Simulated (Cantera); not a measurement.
**Equilibrium for fluorocarbon and chlorocarbon gases: c-C4F8 + H2**

A closed system holds: 1 mol c-C4F8, 0.1 mol H2, equilibrated at 1548.15 K and 750 Torr.

Method: chemical equilibrium by Gibbs-energy minimisation in Cantera with the NASA 1993 tables (ideal gas, pure condensed phases). Candidate condensed phases: C, C6H6, C7H8, C8H18; 95 gas species. The feed counts by its element totals alone. Gases not in the tables: C2F6 and larger saturated fluorocarbons. The numbers say what is thermodynamically allowed, not how fast it happens.

```yaml
x(CF4): 0.907
x(HF): 0.0930
x(CF2): 8.16e-5
x(CF3): 5.13e-5
x(CHF3): 4.35e-6
x(F): 4.24e-6
n(C(graphite)): 2.05 mol
gas_amount: 2.150 mol
```
